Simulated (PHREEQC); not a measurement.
# Acid rinse or clean: an equilibrium model

A solution holds 0.03 mol HBr, 0.025 mol CaCl2 and 0.22 mol MgCl2 per kg of water, at 25 °C. Closed to the air; pH follows from the charge balance.

All values are PHREEQC results (ion-association model, phreeqc.dat), not measurements.

This is a speciation only: nothing precipitates in the calculation.

Problem. Predict the pH, activity of water, density.

Solution. pH 1.65; activity of water 0.986; density 1.018 g/cm³.

Ionic strength above about 0.7 mol/kgw puts this run outside the model's range. Complexes and solids missing from the database can't appear.
